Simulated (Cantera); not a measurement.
Charge: 1 mol S, 0.51 mol O2, 0.083 mol H2, 0.05 mol SO2, held at 58.0 bar.

These are equilibrium values from Cantera (NASA tables, ideal gas, pure condensed phases), not measurements of a reactor. Candidate condensed phases: H2O, H2SO4, S; 19 gas species. The ideal-gas law is rough above about 30 bar. Gases not in the tables: S3 to S7. Equilibrium is a limit: real reactors are often held back by kinetics, nucleation or transport. All values below are at 1023 K.

Base state: SO2 0.713, S2 0.122, H2O 0.0909, S2O 0.0277, H2S 0.0235, S8 0.0228, H2 8.30e-5, SO 1.66e-5 (mole fractions); condensed: S(l).

Problem. What changes in the equilibrium state with this change: O2 from 0.51 to 0.029 mol?

Solution. 
| species | before | after |
|---|---|---|
| H2O | 0.0909 | 0.380 |
| SO2 | 0.713 | 0.306 |
| H2S | 0.0235 | 0.150 |
| S2O | 0.0277 | 0.0182 |
| S2 | 0.122 | 0.122 |
| S8 | 0.0228 | 0.0228 |
| H2 | 8.30e-5 | 0.000530 |
| SO | 1.66e-5 | 1.09e-5 |
| S(l), mol | 0.166 | 0.906 |
